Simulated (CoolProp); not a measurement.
A single-stage vapour-compression cycle with fluoroethane (R161): evaporating at 218.15 K (dew point), condensing at 278.15 K (bubble point), superheat 0 K, subcooling 5 K, compressor efficiency 0.7, no pressure losses. Each further row changes one setting.

Values from CoolProp's reference Helmholtz-energy equation of state, Wu 2012.

```
case                              cooling COP  pressure ratio  discharge temperature (K)  refrigerating effect (kJ/kg)  volumetric capacity (kJ/m³)
--------------------------------  -----------  --------------  -------------------------  ----------------------------  ---------------------------
as stated                                2.08            12.2                      356.3                           332                          378
evaporating temperature 223.15 K         2.37            9.31                 (withheld)                           337                   (withheld)
condensing temperature 273.15 K    (withheld)      (withheld)                      347.1                           343                          390
subcooling 10 K                    (withheld)            12.2                      356.3                           343                          390
superheat 10 K                           2.05            12.2                 (withheld)                           343                   (withheld)
compressor efficiency 0.6                1.78            12.2                      374.1                           332                          378
```

Task: Some entries are withheld; supply them.

Result: 
- evaporating temperature 223.15 K, discharge temperature (K): 347.4
- evaporating temperature 223.15 K, volumetric capacity (kJ/m³): 492
- condensing temperature 273.15 K, cooling COP: 2.32
- condensing temperature 273.15 K, pressure ratio: 10.3
- subcooling 10 K, cooling COP: 2.14
- superheat 10 K, discharge temperature (K): 368.0
- superheat 10 K, volumetric capacity (kJ/m³): 372
